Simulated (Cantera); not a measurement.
A Cantera script and its output.

```python
import numpy as np
import cantera as ct

surf = ct.Interface("diamond.yaml", "diamond_100")
gas, bulk = surf.adjacent["gas"], surf.adjacent["diamond"]
k = surf.kinetics_species_index(bulk.species_names[0])
cover = ["c6HH", "c6H*", "c6*H", "c6**", "c6HM", "c6B"]

rows, drift = [], 0.0
print(f"{'T':>10s}{'um/h':>11s}" + "".join(f"{s:>11s}" for s in cover))
for v in [950, 1025, 1100, 1175, 1250, 1325, 1400]:
    T, P, xH, xCH3 = v, 18000, 0.0023, 1.8e-05
    gas.TPX = T, P, {"H": xH, "CH3": xCH3, "CH4": 0.03, "H2": 1 - xH - xCH3 - 0.03}
    surf.TP = bulk.TP = T, P
    surf.coverages = "c6H*:0.1, c6HH:0.9"
    surf.advance_coverages(100.0)
    before = surf.coverages
    surf.advance_coverages(100.0)
    drift = max(drift, np.max(np.abs(surf.coverages - before) / (surf.coverages + 1e-9)))
    rate = surf.net_production_rates[k] * bulk.mean_molecular_weight / bulk.density * 3.6e9
    rows.append([rate, *surf[cover].coverages])
    print(f"{v:10.4g}{rate:11.4e}" + "".join(f"{x:11.3e}" for x in rows[-1][1:]))
```

Result:

```
         T       um/h       c6HH       c6H*       c6*H       c6**       c6HM        c6B
       950 1.3220e+00  6.399e-01  1.409e-02  3.327e-01  6.546e-03  5.189e-03  3.587e-09
      1025 1.8098e+00  5.734e-01  2.049e-02  3.899e-01  1.114e-02  3.634e-03  4.911e-09
      1100 2.0533e+00  5.140e-01  2.770e-02  4.376e-01  1.721e-02  2.286e-03  5.572e-09
      1175 1.6486e+00  4.632e-01  3.540e-02  4.751e-01  2.448e-02  1.051e-03  4.474e-09
      1250 9.9875e-01  4.212e-01  4.321e-02  5.026e-01  3.241e-02  3.287e-04  2.710e-09
      1325 6.9162e-01  3.877e-01  5.086e-02  5.208e-01  4.033e-02  8.573e-05  1.877e-09
      1400 6.0261e-01  3.626e-01  5.815e-02  5.315e-01  4.762e-02  2.174e-05  1.635e-09
```

Model: the Harris–Goodwin 1993 mechanism for the reconstructed diamond (100) surface, integrated in Cantera.
